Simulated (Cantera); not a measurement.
# SiHCl₃ + N₂ (silicon nitride deposition)

A closed system holds: 1 mol SiHCl₃, 35 mol N₂, at 0.560 bar.

Cantera equilibrium calculation (NASA polynomials, part measured and part estimated; ideal gas, pure solids and liquids). Candidate condensed phases: NH₄Cl, Si, Si₃N₄; 28 gas species. The tables' values for SiCl₃, SiCl are old estimates; treat these amounts as uncertain. The numbers say what is thermodynamically allowed, not how fast it happens.

| T (°C) | x N₂ | x HCl | x SiCl₂ | x SiCl₄ | x SiCl₃ | x H₂ | n Si₃N₄(s) |
|---|---|---|---|---|---|---|---|
| 1327 | 0.955 | 0.0240 | 0.00797 | 0.00697 | 0.00475 | 0.00169 | 0.0932 |
| 1352 | 0.954 | 0.0237 | 0.00998 | 0.00580 | 0.00499 | 0.00178 | 0.0795 |
| 1377 | 0.953 | 0.0234 | 0.0122 | 0.00467 | 0.00509 | 0.00190 | 0.0650 |
| 1402 | 0.952 | 0.0231 | 0.0145 | 0.00363 | 0.00502 | 0.00206 | 0.0502 |
| 1427 | 0.951 | 0.0227 | 0.0167 | 0.00272 | 0.00481 | 0.00225 | 0.0356 |
| 1452 | 0.950 | 0.0222 | 0.0189 | 0.00198 | 0.00448 | 0.00248 | 0.0218 |
| 1477 | 0.949 | 0.0216 | 0.0209 | 0.00141 | 0.00407 | 0.00275 | 0.00900 |
| 1502 | 0.949 | 0.0212 | 0.0223 | 0.00103 | 0.00370 | 0.00293 | 0 |
| 1527 | 0.948 | 0.0216 | 0.0226 | 0.000893 | 0.00354 | 0.00272 | 0 |
| 1552 | 0.948 | 0.0220 | 0.0229 | 0.000769 | 0.00338 | 0.00254 | 0 |
| 1577 | 0.948 | 0.0223 | 0.0232 | 0.000662 | 0.00323 | 0.00238 | 0 |
| 1602 | 0.948 | 0.0225 | 0.0234 | 0.000569 | 0.00307 | 0.00224 | 0 |
| 1627 | 0.948 | 0.0228 | 0.0236 | 0.000487 | 0.00292 | 0.00211 | 0 |
| 1652 | 0.947 | 0.0230 | 0.0239 | 0.000416 | 0.00277 | 0.00201 | 0 |
x: gas mole fraction; n: condensed amount in mol.

From 1327 °C to 1477 °C the condensed part is Si₃N₄(s). From 1502 °C to 1652 °C nothing is condensed. The main Si-bearing gas is SiCl₂ throughout.
